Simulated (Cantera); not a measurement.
A closed system holds: 1 mol CaF2, 2.9 mol HF, 0.78 mol H2, at 873.15 K and 7.50 Torr.

These are equilibrium values from Cantera (NASA tables, ideal gas, pure condensed phases), not measurements of a reactor. Candidate condensed phases: Ca, CaF2; 15 gas species. Kinetics and transport are ignored.

**Question.** What is the equilibrium state?

**Answer.** 
- x(HF) = 0.788
- x(H2) = 0.212
- n(CaF2(s)) = 1.00 mol
- gas amount = 3.680 mol
- log10 activity of Ca(s) (absent) = -29.60
